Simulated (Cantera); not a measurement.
**Ignition delay**

Mixture: 18.2 % H₂, 17.2 % O₂, 64.6 % N₂, equivalence ratio 0.53, at 10.0 bar, adiabatic and at constant pressure. Ignition delay is the time to a rise of 400 K.

Model: GRI-Mech 3.0 (53 species, 325 reactions), integrated in Cantera. The hydrogen kinetics of GRI-Mech 3.0 are dated; newer H2 mechanisms differ, most at raised pressure.

```csv
T0 (K),delay (ms)
1050,3.68
1150,0.332
1250,0.0112
1350,0.00343
1450,0.00198
1550,0.00137
1650,0.00105
```

- apparent activation energy between 1450 and 1650 K = 63 kJ/mol
